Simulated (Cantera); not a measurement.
An adiabatic, constant-volume homogeneous reactor starts with 35.8 % H2, 12.8 % O2, 47.9 % N2, 3.58 % H2O, at 1023 K and 270 Torr.

Detailed kinetics in Cantera: the H2/O2 subset of GRI-Mech 3.0, which has no nitrogen chemistry.

Predict: time of steepest temperature rise; temperature at 1.00 s; equilibrium temperature; x(H2) at 1.00 s; x(O2) at 1.00 s; x(H2O) at 1.00 s; x(HO2) at 1.00 s; x(O) at 1.00 s; x(OH) at 1.00 s.


| Item | Result |
|---|---|
| time of steepest temperature rise | 0.435 ms |
| temperature at 1.00 s | 2786 K |
| equilibrium temperature | 2786 K |
| x(H2) at 1.00 s | 0.118 (gas-phase equilibrium 0.118) |
| x(O2) at 1.00 s | 0.00302 (gas-phase equilibrium 0.00302) |
| x(H2O) at 1.00 s | 0.295 (gas-phase equilibrium 0.295) |
| x(HO2) at 1.00 s | 1.92e-6 (gas-phase equilibrium 1.92e-6) |
| x(O) at 1.00 s | 0.00302 (gas-phase equilibrium 0.00302) |
| x(OH) at 1.00 s | 0.0198 (gas-phase equilibrium 0.0198) |
